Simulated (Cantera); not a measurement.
Carbothermic reduction: Cu₂O + C + CO

A closed system holds: 1 mol Cu₂O, 0.56 mol C, 0.11 mol CO, equilibrated at 2480 Torr.

Equilibrium computed with Cantera from the NASA thermochemical tables; the gas is ideal and each condensed phase is pure. Candidate condensed phases: C, Cu, CuO, Cu₂O; 15 gas species. Kinetics and transport are ignored.

| T (K) | x CO₂ | x CO | x Cu | x O₂ | x Cu₂ | n C(graphite) | n Cu(s) | n Cu(l) |
|---|---|---|---|---|---|---|---|---|
| 823 | 0.924 | 0.0765 | <1e-12 | <1e-12 | <1e-12 | 0.0929 | 2.00 | 0 |
| 1023 | 0.657 | 0.343 | 1.16e-11 | <1e-12 | <1e-12 | 0 | 2.00 | 0 |
| 1223 | 0.657 | 0.343 | 6.95e-9 | <1e-12 | <1e-12 | 0 | 2.00 | 0 |
| 1423 | 0.657 | 0.343 | 6.34e-7 | 2.33e-12 | 1.47e-10 | 0 | 0 | 2.00 |
| 1623 | 0.657 | 0.343 | 1.68e-5 | 8.00e-10 | 1.37e-8 | 0 | 0 | 2.00 |
| 1823 | 0.657 | 0.343 | 0.000213 | 7.51e-8 | 4.51e-7 | 0 | 0 | 2.00 |
| 2023 | 0.656 | 0.343 | 0.00161 | 2.84e-6 | 7.20e-6 | 0 | 0 | 2.00 |
| 2223 | 0.651 | 0.340 | 0.00836 | 5.50e-5 | 6.78e-5 | 0 | 0 | 1.99 |
| 2423 | 0.633 | 0.333 | 0.0327 | 0.000640 | 0.000430 | 0 | 0 | 1.98 |
| 2623 | 0.572 | 0.316 | 0.103 | 0.00467 | 0.00202 | 0 | 0 | 1.92 |
x: gas mole fraction; n: condensed amount in mol.

At 823 K the condensed part is C(graphite) + Cu(s). From 1023 K to 1223 K the condensed part is Cu(s). From 1423 K to 2623 K the condensed part is Cu(l).
